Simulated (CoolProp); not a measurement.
n-perfluoropentane along the isobar 4860 kPa: density (kg/m³) from the reference equation and from simpler models built on Tc = 147.9 °C, pc = 2063 kPa, ω = 0.436; each cubic takes its own stable root.

Values from CoolProp's reference Helmholtz-energy equation of state, Gao 2022.

| T (°C) | phase | reference | van der Waals | Redlich-Kwong |
|---|---|---|---|---|
| -5.95 | liquid | 1721 | 1075 | 1543 |
| 5.85 | liquid | 1687 | 1059 | ? |
| 17.75 | liquid | 1652 | ? | 1480 |
| 29.55 | liquid | 1616 | 1026 | 1447 |
| 41.35 | liquid | 1580 | 1009 | 1412 |
| 53.15 | liquid | 1541 | 990.7 | 1376 |
| 64.95 | liquid | 1502 | 972.3 | 1338 |
| 76.75 | liquid | 1460 | 953.3 | 1299 |
| 88.55 | liquid | 1416 | 933.5 | ? |

**Question.** What belongs in the gaps?

**Answer.** 
- 5.85, Redlich-Kwong: 1512
- 17.75, van der Waals: 1043
- 88.55, Redlich-Kwong: 1258
